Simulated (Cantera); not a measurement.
Charge: 1 mol borazine, 0.079 mol O2, equilibrated at 1423.15 K and 0.100 bar.

Cantera equilibrium calculation (NASA polynomials, part measured and part estimated; ideal gas, pure solids and liquids). The feed counts by its element totals alone. Mutual solubility and eutectic melting of coexisting phases are not modelled. Kinetics and transport are ignored.

| species | before | after |
|---|---|---|
| O2 | <1e-9 | 0.559 |
| H2O | 0.000939 | 0.277 |
| N2 | 0.0168 | 0.143 |
| H2 | 0.981 | 7.50e-7 |
| HBO2 | 0.00114 | 0.0196 |
| NO | <1e-9 | 0.000573 |
| HBO | 0.000394 | <1e-9 |
| OH | <1e-9 | 0.000146 |
| BO2 | <1e-9 | 1.29e-5 |
| (HBO2)3 | 5.17e-8 | 0.000262 |
| H | 2.08e-5 | 1.82e-8 |
| BN(s), mol | 2.90 | 0 |
| B2O3(l), mol | 0.0488 | 1.39 |
Gas species are given as mole fractions.

**Question.** What was changed between the two runs?
(A) temperature from 1423.15 K to 1700 K
(B) O2 from 0.079 to 9.6 mol
(C) O2 from 0.079 to 1.3 mol
(D) O2 from 0.079 to 2 mol

**Answer.** B, O2 from 0.079 to 9.6 mol. Gases not in the tables: H3BO3
